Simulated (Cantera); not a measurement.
A freely propagating, adiabatic, planar premixed flame of 3.04 % CH4, 3.34 % C2H6, 16.2 % O2, 77.5 % N2, equivalence ratio 1.1, unburnt at 500 K and 170000 Pa; unity-Lewis-number transport, grid criteria slope 0.08 and curve 0.16, no radiation.

Computed with Cantera and GRI-Mech 3.0 (53 species, 325 reactions). Unity Lewis numbers drop preferential diffusion, which matters most where H2 and H carry the flame. Burning velocities carry a grid error of a few per cent, more on coarse grids.

Problem. Predict: laminar burning velocity; thermal thickness; peak x(H); peak x(O); peak x(CH2O).

Solution. 
```json
{
  "laminar_burning_velocity": "40.1 cm/s",
  "thermal_thickness": "0.348 mm",
  "peak x(H)": "0.00700",
  "peak x(O)": "0.00206",
  "peak x(CH2O)": "0.000994"
}
```
